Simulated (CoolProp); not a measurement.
Model: reference Helmholtz-energy equation of state, de Reuck 1990, in CoolProp.

Task: For fluorine, give the phase and the density (kg/m³), speed of sound (m/s), expansivity (1/kK), fugacity coefficient at -165.45 °C and 13 MPa; -156.55 °C and 13 MPa; -129.75 °C and 13 MPa.

Result: 
- -165.45 °C and 13 MPa: liquid; density 1380, speed of sound 716, expansivity 5.21, fugacity coefficient 0.0757
- -156.55 °C and 13 MPa: liquid; density 1320, speed of sound 650, expansivity 5.89, fugacity coefficient 0.124
- -129.75 °C and 13 MPa: liquid; density 1070, speed of sound 437, expansivity 10.4, fugacity coefficient 0.338
